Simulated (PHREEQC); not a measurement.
A solution holds 2.1 mmol/kgw HCl, 0.078 mmol/kgw Li2SO4 and 0.052 mmol/kgw MgSO4, at 25 °C. Closed to the air; pH follows from the charge balance.

Equilibrium calculation in PHREEQC: ion-association model, phreeqc.dat.

Each row changes one thing in this solution. No solid was allowed to form.

```json
[
 {"case": "as made", "pH": "2.70", "SO4-2 (mol/kgw)": "0.000111", "HSO4- (mol/kgw)": "1.81e-5", "LiSO4- (mol/kgw)": "6.08e-8"},
 {"case": "MgSO4 from 5.2e-05 to 0.000104 mol/kgw", "pH": "2.71", "SO4-2 (mol/kgw)": "0.000155", "HSO4- (mol/kgw)": "2.50e-5", "LiSO4- (mol/kgw)": "8.41e-8"},
 {"case": "HCl from 0.0021 to 0.0042 mol/kgw", "pH": "2.41", "SO4-2 (mol/kgw)": "?", "HSO4- (mol/kgw)": "3.03e-5", "LiSO4- (mol/kgw)": "5.07e-8"},
 {"case": "diluted 10-fold with water", "pH": "3.69", "SO4-2 (mol/kgw)": "1.27e-5", "HSO4- (mol/kgw)": "2.42e-7", "LiSO4- (mol/kgw)": "?"},
 {"case": "temperature from 25 to 80 °C", "pH": "2.71", "SO4-2 (mol/kgw)": "7.78e-5", "HSO4- (mol/kgw)": "5.02e-5", "LiSO4- (mol/kgw)": "4.17e-8"},
 {"case": "MgSO4 replaced by NaHSO4 at the same molality", "pH": "2.69", "SO4-2 (mol/kgw)": "0.000111", "HSO4- (mol/kgw)": "1.87e-5", "LiSO4- (mol/kgw)": "6.11e-8"},
 {"case": "MgSO4 replaced by MnSO4 at the same molality", "pH": "2.70", "SO4-2 (mol/kgw)": "0.000111", "HSO4- (mol/kgw)": "?", "LiSO4- (mol/kgw)": "6.09e-8"},
 {"case": "HCl from 0.0021 to 0.00105 mol/kgw", "pH": "3.00", "SO4-2 (mol/kgw)": "?", "HSO4- (mol/kgw)": "1.02e-5", "LiSO4- (mol/kgw)": "6.83e-8"}
]
```

### Question
What belongs in the gaps?

### Answer

- HCl from 0.0021 to 0.0042 mol/kgw, SO4-2 (mol/kgw): 9.90e-5
- diluted 10-fold with water, LiSO4- (mol/kgw): 8.07e-10
- MgSO4 replaced by MnSO4 at the same molality, HSO4- (mol/kgw): 1.82e-5
- HCl from 0.0021 to 0.00105 mol/kgw, SO4-2 (mol/kgw): 0.000119

Complexes and solids missing from the database can't appear. At this temperature some constants are extrapolated from 25 °C, and those without enthalpy data are left unchanged.
